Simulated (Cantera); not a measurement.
# Equilibrium for nitride etching: Si3N4 + O2

Charge: 1 mol Si3N4, 12 mol O2, at 17.0 Pa.

Method: chemical equilibrium by Gibbs-energy minimisation in Cantera with the NASA 1993 tables (ideal gas, pure condensed phases). Candidate condensed phases: Si, SiO2, Si2N2O, Si3N4; 16 gas species. The tables hold silica as quartz up to 1696 K and as liquid above; real silica turns to tridymite and cristobalite and melts near 1996 K. The numbers say what is thermodynamically allowed, not how fast it happens.

```tsv
T (K)	log p O2	log p N2	log p NO	log p O	log p SiO2	log p NO2	n SiO2(α-quartz)	n SiO2(β-quartz)
798	-3.86	-4.51	-9.51	-15.07	<-15	-11.60	3.00	0
898	-3.86	-4.51	-8.84	-13.23	<-15	-11.35	0	3.00
998	-3.86	-4.51	-8.31	-11.76	<-15	-11.16	0	3.00
1098	-3.86	-4.51	-7.87	-10.55	<-15	-11.00	0	3.00
1198	-3.86	-4.51	-7.51	-9.55	<-15	-10.86	0	3.00
1298	-3.86	-4.51	-7.20	-8.70	-14.88	-10.75	0	3.00
1398	-3.86	-4.51	-6.94	-7.97	-13.17	-10.65	0	3.00
1498	-3.86	-4.51	-6.71	-7.33	-11.70	-10.57	0	3.00
1598	-3.86	-4.51	-6.51	-6.78	-10.41	-10.49	0	3.00
```
log p: log10 of the partial pressure in bar; n: condensed amount in mol.

At 798 K the condensed part is SiO2(α-quartz). From 898 K to 1598 K the condensed part is SiO2(β-quartz).
